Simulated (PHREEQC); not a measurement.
1.2 g of hydrous ferric oxide (600 m²/g; 0.2 weak and 0.005 strong sites per Fe, Dzombak-Morel constants, diffuse double layer) in 1 kg of water with 0.1 mol/kgw of an inert sodium salt and 2.4e-05 mol/kgw ZnCl2 and 0.00012 mol/kgw CuCl2, at 25 °C; the pH is set by adding NaOH or the inert anion's acid. Oxygen alone is held at its pressure in air (log pO2 = -0.68). CO2 from the air is kept out. Precipitation was switched off in this run.

Model: ion-association model, wateq4f.dat, run in PHREEQC.

| pH | Zn sorbed (%) | Cu sorbed (%) | surface charge σ (C/m²) | surface potential ψ (mV) |
|---|---|---|---|---|
| 4 | 0.1 | 9.1 | 0.321 | 146 |
| 4.5 | 0.6 | 36.6 | 0.274 | ___ |
| 5 | 2.3 | 74.0 | 0.218 | 127 |
| 5.5 | 11.3 | 94.6 | 0.163 | 112 |
| 6 | 43.6 | 99.1 | 0.116 | 95 |
| 6.5 | 82.8 | 99.9 | 0.079 | ___ |
| 7 | 97.1 | 100.0 | ___ | 56 |
| 7.5 | ___ | 100.0 | 0.026 | ___ |
| 8 | 99.9 | 100.0 | ___ | 10 |
| 8.5 | 100.0 | 100.0 | -0.010 | -14 |
| 9 | 100.0 | 100.0 | -0.030 | -38 |
| 9.5 | 100.0 | 99.9 | -0.054 | -60 |
| 10 | 100.0 | 99.9 | -0.086 | -81 |
| 10.5 | 100.0 | 99.8 | ___ | -99 |
| 11 | 100.0 | 99.7 | -0.176 | -116 |
| 11.5 | 99.8 | 99.0 | -0.230 | -128 |
| 12 | 97.5 | 95.6 | -0.281 | -136 |

**Question.** Some entries are withheld; supply them.

**Answer.** 
- 4.5, surface potential ψ (mV): 138
- 6.5, surface potential ψ (mV): 77
- 7, surface charge σ (C/m²): 0.049
- 7.5, Zn sorbed (%): 99.6
- 7.5, surface potential ψ (mV): 34
- 8, surface charge σ (C/m²): 0.007
- 10.5, surface charge σ (C/m²): -0.126

The database's constant for dissolved Cu(OH)2 is higher than later reviews accept.
